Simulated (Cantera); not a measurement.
What does this Cantera script print?

```python
import numpy as np
import cantera as ct

gas = ct.Solution("gri30.yaml")


def delay(T, t_max=10):
    gas.TPX = T, 1300000, {'CH4': 0.77, 'O2': 1.43, 'N2': 5.37}
    reactor = ct.IdealGasReactor(gas, clone=False)
    net = ct.ReactorNet([reactor])
    net.rtol, net.atol = 1e-8, 1e-16
    while net.time < t_max:
        t_old, T_old = net.time, reactor.T
        net.step()
        if reactor.T > T + 400:  # ignition: a rise of 400 K
            return t_old + (T + 400 - T_old) / (reactor.T - T_old) * (net.time - t_old)
    return np.nan


taus = []
for T in [1175, 1250, 1325, 1400, 1475, 1550, 1625, 1700, 1775]:
    taus.append(delay(T))
    print(f"T0 = {T:6g} K   tau = {taus[-1]:.4e} s")
```

Result:

```
T0 =   1175 K   tau = 4.7588e-03 s
T0 =   1250 K   tau = 1.9175e-03 s
T0 =   1325 K   tau = 8.2619e-04 s
T0 =   1400 K   tau = 3.7607e-04 s
T0 =   1475 K   tau = 1.7950e-04 s
T0 =   1550 K   tau = 8.9449e-05 s
T0 =   1625 K   tau = 4.6500e-05 s
T0 =   1700 K   tau = 2.5270e-05 s
T0 =   1775 K   tau = 1.4396e-05 s
```

Cantera simulation using GRI-Mech 3.0 (53 species, 325 reactions); the numbers are that mechanism's predictions, not measurements. The pressure lies above the range GRI-Mech 3.0 was tuned for (to about 10 atm).
